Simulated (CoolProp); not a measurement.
500 sccm (0 °C, 1 atm) of nitrogen bubbles through liquid n-heptane at 350.7 K and leaves saturated at a total pressure of 0.15 MPa (ideal gas phase). Each further row changes one setting.

The numbers come from the reference Helmholtz-energy equation of state, Span 2003 in CoolProp. It is a short technical equation, of lower accuracy than the large ones.

```
case                      vapour pressure (kPa)  mole fraction of vapour  delivery (mg/min)  delivery (sccm)  change of delivery for a bath 1 K warmer (%)
------------------------  ---------------------  -----------------------  -----------------  ---------------  --------------------------------------------
as stated                                  52.6                    0.351               1210              270                                           5.4
bath temperature 355.7 K                   62.1                      [?]               1580              353                                           5.8
total pressure 0.3 MPa                     52.6                    0.175                [?]              [?]                                           4.2
```

What belongs in the gaps?


- bath temperature 355.7 K, mole fraction of vapour: 0.414
- total pressure 0.3 MPa, delivery (mg/min): 475
- total pressure 0.3 MPa, delivery (sccm): 106
